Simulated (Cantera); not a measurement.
Charge: 1 mol Si, 3.4 mol N₂O, 32 mol H₂, at 948.15 K and 0.110 bar.

Cantera equilibrium calculation (NASA polynomials, part measured and part estimated; ideal gas, pure solids and liquids). Candidate condensed phases: H₂O, Si, SiO₂, Si₂N₂O, Si₃N₄; 35 gas species. Rates play no part.

Base state: H₂ 0.864, N₂ 0.0960, H₂O 0.0395, NH₃ 2.29e-5 (mole fractions); condensed: SiO₂(β-quartz).

Question: What changes in the equilibrium state with this change: N₂O from 3.4 to 0.58 mol?

Answer: 
```json
[
 {"species": "H₂", "before": "0.864", "after": "0.997"},
 {"species": "N₂", "before": "0.0960", "after": "0.00332"},
 {"species": "H₂O", "before": "0.0395", "after": "8.08e-6"},
 {"species": "NH₃", "before": "2.29e-5", "after": "5.27e-6"},
 {"species": "SiO₂(β-quartz), mol", "before": "1.00", "after": "0.0532"},
 {"species": "Si₂N₂O(s), mol", "before": "0", "after": "0.473"}
]
```
